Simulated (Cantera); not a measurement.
Mixture: CH4 : C2H6 : C3H8 : O2 : N2 = 1 : 0.22 : 0.12 : 2.59 : 9.75 (molar parts), at 1.00 bar, adiabatic and at constant volume. Ignition delay is the time to a rise of 400 K.

Model: GRI-Mech 3.0 (53 species, 325 reactions), integrated in Cantera.

Q: Predict: delay at 1200 K; delay at 1400 K; delay at 1600 K; delay at 1800 K; delay at 2000 K; apparent activation energy between 1800 and 2000 K.

A: 
| Property | Value |
|---|---|
| delay at 1200 K | 2.58 ms |
| delay at 1400 K | 0.256 ms |
| delay at 1600 K | 51.6 µs |
| delay at 1800 K | 17.7 µs |
| delay at 2000 K | 8.47 µs |
| apparent activation energy between 1800 and 2000 K | 110 kJ/mol |
